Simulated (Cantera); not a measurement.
Feed: 1 mol Al, 31 mol N₂O, 26 mol H₂, held at 1650 K and 14000 Pa.

Equilibrium computed with Cantera from the NASA thermochemical tables; the gas is ideal and each condensed phase is pure. Candidate condensed phases: Al, AlN, Al₂O₃, H₂O; 35 gas species. Gases not in the tables: Al(OH)₃. Rates play no part.

Base state: N₂ 0.527, H₂O 0.442, O₂ 0.0293, NO 0.000729, OH 0.000539, H₂ 8.10e-5, O 1.19e-5 (mole fractions); condensed: Al₂O₃(s).

Task: What changes in the equilibrium state with this change: temperature from 1650 K to 1875 K?

Result: 
```tsv
species	before	after
N₂	0.527	0.526
H₂O	0.442	0.440
O₂	0.0293	0.0287
OH	0.000539	0.00222
NO	0.000729	0.00160
H	2.19e-6	4.74e-5
O	1.19e-5	0.000109
H₂	8.10e-5	0.000732
Al₂O₃(s), mol	0.500	0.500
```
